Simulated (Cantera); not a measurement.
Thermodynamics of aluminium and copper etching, feed Cu + HF + H₂

Charge: 1 mol Cu, 5.4 mol HF, 0.6 mol H₂, held at 1.60 Pa.

These are equilibrium values from Cantera (NASA tables, ideal gas, pure condensed phases), not measurements of a reactor. Candidate condensed phases: Cu, CuF₂; 15 gas species. Equilibrium is a limit: real reactors are often held back by kinetics, nucleation or transport.

From 875 K to 1275 K the condensed part is Cu(s). At 1375 K the condensed part is Cu(l). At 1475 K nothing is condensed.

```tsv
T (K)	x HF	x Cu	x H₂	x CuF	x H	x Cu₂	x F	n Cu(s)	n Cu(l)
875	0.900	3.14e-9	0.100	4.52e-9	3.97e-9	<1e-12	<1e-12	1.00	0
975	0.900	3.49e-7	0.100	1.69e-7	9.04e-8	<1e-12	<1e-12	1.000	0
1075	0.900	1.60e-5	0.1000	3.20e-6	1.16e-6	8.95e-11	3.99e-12	1.000	0
1175	0.900	0.000378	0.1000	3.64e-5	9.69e-6	7.99e-9	1.20e-10	0.998	0
1275	0.895	0.00541	0.0996	0.000280	5.81e-5	3.46e-7	2.13e-9	0.966	0
1375	0.851	0.0514	0.0954	0.00153	0.000265	8.29e-6	2.43e-8	0	0.665
1475	0.770	0.140	0.0866	0.00252	0.000954	1.96e-5	1.94e-7	0	0
```
x: gas mole fraction; n: condensed amount in mol.
